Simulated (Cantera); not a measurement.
A closed system holds: 1 mol trisilylamine, 2 mol N2, 0.48 mol H2, equilibrated at 61.5 Torr.

Cantera equilibrium calculation (NASA polynomials, part measured and part estimated; ideal gas, pure solids and liquids). Candidate condensed phases: Si, Si3N4; 18 gas species. The feed counts by its element totals alone. Equilibrium is a limit: real reactors are often held back by kinetics, nucleation or transport. All values below are at 1673 K.

Base state: H2 0.908, N2 0.0912, H 0.000379 (mole fractions); condensed: Si3N4(s).

**Question.** What changes in the equilibrium state with this change: pressure from 61.5 Torr to 7.50 Torr?

**Answer.** 
```json
[
 {"species": "H2", "before": "0.908", "after": "0.899"},
 {"species": "N2", "before": "0.0912", "after": "0.0995"},
 {"species": "H", "before": "0.000379", "after": "0.00108"},
 {"species": "Si", "before": "1.33e-6", "after": "4.18e-5"},
 {"species": "Si3N4(s), mol", "before": "1.000", "after": "0.975"},
 {"species": "Si(s), mol", "before": "0", "after": "0.0759"}
]
```
Mutual solubility and eutectic melting of coexisting phases are not modelled.
